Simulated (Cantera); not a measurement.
**Catalytic stagnation flow on Pt**

A jet of CH4 : O2 : N2 = 0.016 : 0.13 : 0.79 (molar parts), equivalence ratio 0.25 at 300 K and 0.270 bar hits a platinum plate 6.6 cm away at a mass flux of 0.14 kg/m²/s; the plate temperature is set and raised in steps from an oxygen-covered start.

Detailed kinetics in Cantera: Deutschmann's 1995 Pt surface mechanism with GRI-Mech 3.0 gas chemistry. Catalytic surfaces can have several steady states; this one follows from the mechanism file's or the stated starting coverage.

```csv
plate T (K),wall x CH4,wall x O2,wall x H2O,wall x OH,wall x CO,wall x CO2,θ free Pt,θ O*,θ OH*
950,0.00801,0.120,0.0169,5.08e-8,3.54e-6,0.0111,0.200,0.798,0.00146
1000,0.00563,0.115,0.0213,1.38e-7,3.33e-6,0.0140,0.261,0.737,0.00150
1050,0.00402,0.111,0.0242,3.35e-7,3.12e-6,0.0159,0.324,0.674,0.00144
1100,0.00296,0.109,0.0261,7.34e-7,2.98e-6,0.0171,0.387,0.612,0.00134
1150,0.00213,0.108,0.0273,1.52e-6,3.60e-6,0.0178,0.448,0.550,0.00121
1200,0.00154,0.106,0.0283,2.88e-6,4.43e-6,0.0184,0.508,0.491,0.00109
```
x: mole fraction at the wall; θ: surface coverage.
